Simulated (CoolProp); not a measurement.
Acetone along the isotherm 276.85 °C: Z from the reference equation and from simpler models built on Tc = 235.0 °C, pc = 4.692 MPa, ω = 0.307; each cubic takes its own stable root.

Computed with CoolProp (reference Helmholtz-energy equation of state, Lemmon 2006). It is a short technical equation, of lower accuracy than the large ones.

| p (MPa) | phase | reference |
|---|---|---|
| 0.148 | gas | 0.9905 |
| 0.218 | gas | 0.9860 |
| 0.32 | gas | 0.9795 |
| 0.469 | gas | 0.9698 |
| 0.689 | gas | 0.9554 |
| 1.01 | gas | 0.9342 |
| 1.48 | gas | 0.9025 |
| 2.18 | gas | 0.8538 |
| 3.2 | gas | 0.7788 |
| 4.69 | gas | 0.6579 |
| 6.89 | supercritical | 0.4388 |
| 10.1 | supercritical | 0.3293 |
| 14.8 | supercritical | 0.4064 |
| 21.8 | supercritical | 0.5396 |
| 32 | supercritical | 0.7305 |
| 46.9 | supercritical | 0.9975 |

Problem. How far does each simpler model (Soave-Redlich-Kwong, Peng-Robinson) lie from the reference over these 16 states: mean and median of the absolute difference, and the worst?

Solution. 
- Soave-Redlich-Kwong: mean 11.0 %, median 2.8 %, worst +37.4 % at 276.85 °C and 10.1 MPa
- Peng-Robinson: mean 6.2 %, median 0.5 %, worst +26.5 % at 276.85 °C and 10.1 MPa
